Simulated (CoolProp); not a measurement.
n-perfluorohexane at 298.15 K and 0.0132 MPa is compressed adiabatically to 0.0751 MPa with isentropic efficiency 0.7. Each further row changes one setting.

The numbers come from the reference Helmholtz-energy equation of state, Gao 2022 in CoolProp.

```csv
case,work (kJ/kg),final temperature (K),final phase,final density (kg/m³)
as stated,18.1,321.7,"two-phase, vapour fraction 0.995",[?]
efficiency 1,12.7,321.7,[?],10.7
efficiency 0.65,19.5,322.9,gas,[?]
```

Complete the blanks.


- as stated, final density (kg/m³): 10.0
- efficiency 1, final phase: two-phase, vapour fraction 0.933
- efficiency 0.65, final density (kg/m³): 9.95
